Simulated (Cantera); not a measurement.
Feed: 1 mol MgCO₃, 0.95 mol CO₂, at 39.0 Pa.

Cantera equilibrium calculation (NASA polynomials, part measured and part estimated; ideal gas, pure solids and liquids). Candidate condensed phases: C, Mg, MgCO₃, MgO; 15 gas species. Kinetics and transport are ignored. All values below are at 552 °C.

Base state: CO₂ 1.00 (mole fractions); condensed: MgO(s).

**Question.** What changes in the equilibrium state with this change: MgCO₃ replaced by Ca(OH)₂?

**Answer.** 
| species | before | after |
|---|---|---|
| H₂O | 0 | 0.513 |
| CO₂ | 1.00 | 0.487 |
| MgO(s), mol | 1.00 | 0 |
| CaO(s), mol | 0 | 1.00 |
Further candidate phases: C₆H₆, C₇H₈, C₈H₁₈, Ca, CaCO₃, CaO, Ca(OH)₂, H₂O.
